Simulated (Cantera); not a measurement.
An isothermal, constant-pressure homogeneous reactor starts with CH4 : N2 = 1 : 59 (molar parts), at 1625 K and 0.353 Torr. Integrator tolerance rtol = 1e-08.

Model: GRI-Mech 3.0 (53 species, 325 reactions), integrated in Cantera. GRI-Mech 3.0 stops at C3 and has no aromatics, soot or wall deposition, so with more carbon than oxygen in the feed, carbon stays in small species such as C2H2 where larger ones or solid carbon would form. Radical loss at walls, strong at low pressure, is not modelled.

**Question.** What does this change do: pressure from 0.353 Torr to 0.290 bar?

**Answer.** 
```
quantity                                             before                                     after
-----------------  ----------------------------------------  ----------------------------------------
x(CH4) at 4.00 s     0.0162 (gas-phase equilibrium 1.21e-8)  0.000300 (gas-phase equilibrium 7.56e-6)
x(C2H6) at 4.00 s    5.18e-8 (gas-phase equilibrium <1e-12)  1.49e-8 (gas-phase equilibrium 1.24e-11)
x(H2) at 4.00 s     0.000349 (gas-phase equilibrium 0.0243)     0.0241 (gas-phase equilibrium 0.0246)
x(C2H2) at 4.00 s  2.89e-5 (gas-phase equilibrium 0.000768)  0.00804 (gas-phase equilibrium 0.000767)
x(CH3) at 4.00 s   0.000203 (gas-phase equilibrium 5.15e-9)   5.07e-6 (gas-phase equilibrium 1.29e-7)
x(CH2) at 4.00 s   9.48e-8 (gas-phase equilibrium 1.04e-10)  4.03e-9 (gas-phase equilibrium 1.04e-10)
```

**Question.** What does this change do: N2 59 to 20 parts?

**Answer.** 
```tsv
quantity	before	after
x(CH4) at 4.00 s	0.0162 (gas-phase equilibrium 1.21e-8)	0.0451 (gas-phase equilibrium 1.40e-7)
x(C2H6) at 4.00 s	5.18e-8 (gas-phase equilibrium <1e-12)	4.75e-7 (gas-phase equilibrium <1e-12)
x(H2) at 4.00 s	0.000349 (gas-phase equilibrium 0.0243)	0.00246 (gas-phase equilibrium 0.0677)
x(C2H2) at 4.00 s	2.89e-5 (gas-phase equilibrium 0.000768)	0.000293 (gas-phase equilibrium 0.00481)
x(CH3) at 4.00 s	0.000203 (gas-phase equilibrium 5.15e-9)	0.000577 (gas-phase equilibrium 3.59e-8)
x(CH2) at 4.00 s	9.48e-8 (gas-phase equilibrium 1.04e-10)	2.72e-7 (gas-phase equilibrium 4.33e-10)
```
